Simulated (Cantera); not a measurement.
## Thermodynamics of boron, boron nitride and boron oxide, feed B + O2 + H2

A closed system holds: 1 mol B, 6.1 mol O2, 0.62 mol H2, at 7.50 Torr.

Equilibrium computed with Cantera from the NASA thermochemical tables; the gas is ideal and each condensed phase is pure. Candidate condensed phases: B, B2O3, B3O3H3, H2O; 23 gas species. Gases not in the tables: H3BO3. Rates play no part.

| T (K) | log p O2 | log p HBO2 | log p H2O | log p B2O3 | log p BO2 | log p OH | log p O | n B2O3(l) |
|---|---|---|---|---|---|---|---|---|
| 1525 | -2.07 | -3.11 | -3.18 | -4.45 | -5.29 | -5.45 | -6.28 | 0.248 |
| 1575 | -2.08 | -2.99 | -3.29 | -4.03 | -4.94 | -5.33 | -6.01 | 0.130 |
| 1625 | -2.09 | -2.91 | -3.40 | -3.72 | -4.65 | -5.23 | -5.75 | 0 |
| 1675 | -2.09 | -2.92 | -3.39 | -3.70 | -4.51 | -5.06 | -5.51 | 0 |
| 1725 | -2.09 | -2.93 | -3.38 | -3.68 | -4.38 | -4.91 | -5.28 | 0 |
| 1775 | -2.09 | -2.94 | -3.37 | -3.67 | -4.25 | -4.77 | -5.06 | 0 |
| 1825 | -2.09 | -2.95 | -3.36 | -3.66 | -4.14 | -4.63 | -4.86 | 0 |
log p: log10 of the partial pressure in bar; n: condensed amount in mol.

From 1525 K to 1575 K the condensed part is B2O3(l). From 1625 K to 1825 K nothing is condensed.
